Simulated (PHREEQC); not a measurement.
Consider water at 20 °C with 0.16 mol/kgw HNO3, 0.00043 mol/kgw K2SO4 and 0.095 mol/kgw KH2PO4. Closed to the air; pH follows from the charge balance.

Equilibrium calculation in PHREEQC: ion-association model, phreeqc.dat.

Each row changes one thing in this solution. Precipitation was switched off in this run.

```
case                                      pH  ionic strength (mol/kgw)  HSO4- (mol/kgw)  SO4-2 (mol/kgw)  KSO4- (mol/kgw)
--------------------------------------  ----  ------------------------  ---------------  ---------------  ---------------
as made                                 1.20                     0.174         0.000282         0.000125          2.30e-5
K2SO4 from 0.00043 to 0.000645 mol/kgw  1.21                     0.174                ?         0.000188          3.46e-5
KH2PO4 left out                         0.89                     0.161         0.000355          7.48e-5          1.27e-7
HNO3 from 0.16 to 0.016 mol/kgw         2.79                    0.0981          2.26e-5                ?          7.50e-5
diluted 10-fold with water              2.02                    0.0205          1.52e-5          2.69e-5          9.54e-7
K2SO4 from 0.00043 to 0.000473 mol/kgw  1.20                     0.174         0.000310         0.000138          2.53e-5
```

Q: What belongs in the gaps?

A: 
- K2SO4 from 0.00043 to 0.000645 mol/kgw, HSO4- (mol/kgw): 0.000422
- HNO3 from 0.16 to 0.016 mol/kgw, SO4-2 (mol/kgw): 0.000332

Complexes and solids missing from the database can't appear.
